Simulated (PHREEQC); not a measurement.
Consider water at 20 °C with 5.9 mmol/kgw Na2SeO3. Closed to the air; pH follows from the charge balance.

Model: ion-association model, wateq4f.dat, run in PHREEQC.

Each row changes one thing in this solution. No solid was allowed to form.

| case | pH | ionic strength (mol/kgw) |
|---|---|---|
| as made | 10.10 | 0.0176 |
| Na2SeO3 replaced by Na2HPO4 at the same molality | 9.37 | 0.0175 |
| Na2SeO3 from 0.0059 to 0.0295 mol/kgw | 10.36 | 0.0883 |
| Na2SeO3 from 0.0059 to 0.00649 mol/kgw | 10.12 | 0.0194 |
| diluted 100-fold with water | 9.17 | 0.000167 |
| Na2SeO3 from 0.0059 to 0.00059 mol/kgw | 9.67 | 0.00174 |
| 0.00074 mol/kgw NaHCO3 added | 9.71 | 0.0184 |
